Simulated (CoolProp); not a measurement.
A simple Rankine cycle with R1336mzz(Z): condensing at 325.15 K, boiler at 1.74 MPa, turbine inlet 421.1 K, turbine efficiency 0.6, pump efficiency 0.7, no recuperator. Each further row changes one setting.

The numbers come from the reference Helmholtz-energy equation of state, McLinden 2020 in CoolProp.

```tsv
case	thermal efficiency (%)	net work (kJ/kg)	heat in (kJ/kg)	turbine exit temperature (K)	volume ratio over the turbine
as stated	9.0	20.1	223	373.5	11.9
turbine inlet 441.1 K	9.0	?	250	398.1	?
condensing temperature 317.15 K	9.8	22.8	233	370.0	15.5
boiler pressure 1.22 MPa	?	18.7	235	387.2	?
turbine efficiency 0.5	7.4	16.5	223	?	?
```

Question: Complete the blanks.

Answer: 
- turbine inlet 441.1 K, net work (kJ/kg): 22.4
- turbine inlet 441.1 K, volume ratio over the turbine: 10.8
- boiler pressure 1.22 MPa, thermal efficiency (%): 8.0
- boiler pressure 1.22 MPa, volume ratio over the turbine: 7.19
- turbine efficiency 0.5, turbine exit temperature (K): 377.1
- turbine efficiency 0.5, volume ratio over the turbine: 12.0
